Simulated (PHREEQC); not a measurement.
A PHREEQC speciation (ion-association model, wateq4f.dat) at 25 °C gives pH 6.93 and these molalities:

```json
[
 {"species": "SO4-2", "mol/kgw": "0.0115"},
 {"species": "Ca+2", "mol/kgw": "0.00586"},
 {"species": "Mg+2", "mol/kgw": "0.00567"},
 {"species": "MgSO4", "mol/kgw": "0.00353"},
 {"species": "CaSO4", "mol/kgw": "0.00304"}
]
```

### Question
What are the element totals, and what could have been dissolved in 1 kg of water to give them?

### Answer
This is not unique; one that fits is totals Ca 0.00890, Mg 0.00920, S(6) 0.0181 mol/kgw, from 0.0089 mol/kgw CaSO4 and 0.0092 mol/kgw MgSO4.

No solid was allowed to form.
